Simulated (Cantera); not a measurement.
Input (Python, Cantera) and output of one run.

```python
import numpy as np
import cantera as ct

gas_names = """
    C CN CO CO2 C2 CCN CNC C2N2 C2O C3 C3O2 C4 C4N2 C5 N NCO NO NO2 NO3 N2 N2O O O2 O3 Pb PbO Pb2
""".split()
cond_names = """
    C(gr) Pb(cr) Pb(L) PbO(rd) PbO(yw) PbO(L) PbO2(s) Pb3O4(s)
""".split()


# ... load() reads the species with a 1 bar reference pressure and builds the phases ...
atoms = {
    'PbO': {'Pb': 1, 'O': 1},
    'CO': {'C': 1, 'O': 1},
    'N2': {'N': 2},
}
top_T = {'C(gr)': 4500, 'Pb3O4(s)': 820}  # K; cautious upper limits of use, not melting points


# ... equilibrate(T, P, feed) seeds the gas with the atoms and calls Mixture.equilibrate('TP', solver="vcs", rtol=1e-11, max_steps=5000) ...
results = []
feed = {'PbO': 1, 'CO': 0.49, 'N2': 9.2}  # mol
T = 1000  # K
P = 13332.2  # Pa
mix = equilibrate(T, P, feed)
results.append((T, P, feed, dict(zip(mix.species_names, mix.species_moles))))
x = sorted(zip(gas.X, gas.species_names), reverse=True)
print(f"T = {T:g} K  P = {P:g} Pa  gas = {mix.phase_moles(0):.4g} mol")
print("   x: " + "  ".join(f"{s} {v:.3e}" for v, s in x if v > 1e-05))
print("   condensed (mol): " + ("  ".join(f"{mix.phase(i).name} {mix.phase_moles(i):.4g}"
      for i in range(1, mix.n_phases) if mix.phase_moles(i) > 1e-12) or "none"))
```

Result:

```
T = 1000 K  P = 13332.2 Pa  gas = 9.691 mol
   x: N2 9.493e-01  CO2 5.056e-02  Pb 1.215e-04
   condensed (mol): Pb(L) 0.4888  PbO(yw) 0.51
```

Cantera equilibrium calculation (NASA polynomials, part measured and part estimated; ideal gas, pure solids and liquids).
